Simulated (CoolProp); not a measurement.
A Linde-Hampson liquefier for dry air: isothermal reversible compression at 230 K from 1 atm to 10 MPa, throttling to 1 atm, return gas leaving the recuperator 2 K below the feed. Each further row changes one setting.

Computed with CoolProp (reference Helmholtz-energy equation of state, Lemmon 2000). It is a pseudo-pure fit of the blend.

| case | liquid yield per pass | compression work (kJ/kg of gas) |
|---|---|---|
| as stated | 0.098 | 295 |
| high pressure 20 MPa | 0.169 | 337 |
| warm-end temperature 260 K | 0.067 | 338 |
| warm-end gap 7 K | 0.085 | 295 |
